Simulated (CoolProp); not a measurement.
Saturation properties of decamethyltetrasiloxane (MD2M) (Tc = 326.2 °C, pc = 1.144 MPa, ω = 0.635).

Values from CoolProp's reference Helmholtz-energy equation of state, Thol 2017.

```csv
T (°C),p (MPa),liquid cp (kJ/(kg K)),surface tension (mN/m)
122.15,0.01136,1.955,9.98
133.85,0.01737,1.981,9.19
145.65,0.02583,2.007,8.40
157.45,0.03732,2.033,7.64
169.25,0.05256,2.058,6.90
181.05,0.07232,2.084,6.18
192.75,0.09723,2.110,5.49
204.55,0.1286,2.137,4.82
216.35,0.1674,2.165,4.17
228.15,0.2144,2.193,3.55
239.95,0.2710,2.224,2.97
251.65,0.3378,2.258,2.42
```

It boils at 194.4 °C under 1 atm.

Surface tension comes from a separate correlation (Mulero 2014), older than this fluid's equation and unchecked against measurements.
